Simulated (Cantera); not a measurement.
A Cantera script and its output.

```python
import numpy as np
import cantera as ct

gas = ct.Solution("gri30.yaml")


def delay(T, t_max=10):
    gas.TPX = T, 1000000, {'C3H8': 1, 'O2': 3.85, 'N2': 14.5}
    reactor = ct.IdealGasReactor(gas, clone=False)
    net = ct.ReactorNet([reactor])
    net.rtol, net.atol = 1e-8, 1e-16
    while net.time < t_max:
        t_old, T_old = net.time, reactor.T
        net.step()
        if reactor.T > T + 400:  # ignition: a rise of 400 K
            return t_old + (T + 400 - T_old) / (reactor.T - T_old) * (net.time - t_old)
    return np.nan


taus = []
for T in [1275, 1350, 1425, 1500, 1575, 1650, 1725, 1800]:
    taus.append(delay(T))
    print(f"T0 = {T:6g} K   tau = {taus[-1]:.4e} s")
```

Result:

```
T0 =   1275 K   tau = 4.3231e-04 s
T0 =   1350 K   tau = 1.2862e-04 s
T0 =   1425 K   tau = 4.4699e-05 s
T0 =   1500 K   tau = 1.8241e-05 s
T0 =   1575 K   tau = 8.6379e-06 s
T0 =   1650 K   tau = 4.6558e-06 s
T0 =   1725 K   tau = 2.7977e-06 s
T0 =   1800 K   tau = 1.8377e-06 s
```

Detailed kinetics in Cantera: GRI-Mech 3.0 (53 species, 325 reactions). GRI-Mech 3.0 was tuned for natural gas; its chemistry of propane as a main component is partial and can be far from experiment.
